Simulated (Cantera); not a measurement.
Thermodynamics of halide evaporation, hydrolysis and transport, feed KCl + HF + N₂

Charge: 1 mol KCl, 0.052 mol HF, 290 mol N₂, equilibrated at 875 °C and 2200 Pa.

Cantera equilibrium calculation (NASA polynomials, part measured and part estimated; ideal gas, pure solids and liquids). Candidate condensed phases: K, KCl, KF, KHF₂, NH₄Cl; 33 gas species. The numbers say what is thermodynamically allowed, not how fast it happens.

```json
{
 "x(N₂)": "0.996",
 "x(KCl)": "0.00333",
 "x(HF)": "0.000158",
 "x(K₂Cl₂)": "4.43e-5",
 "x(KF)": "2.09e-5",
 "x(HCl)": "2.09e-5",
 "gas_amount": "291.0 mol",
 "log10 activity of KF(l) (absent)": "-3.16",
 "log10 activity of KHF₂(l) (absent)": "-10.17",
 "log10 activity of K(l) (absent)": "-10.23"
}
```
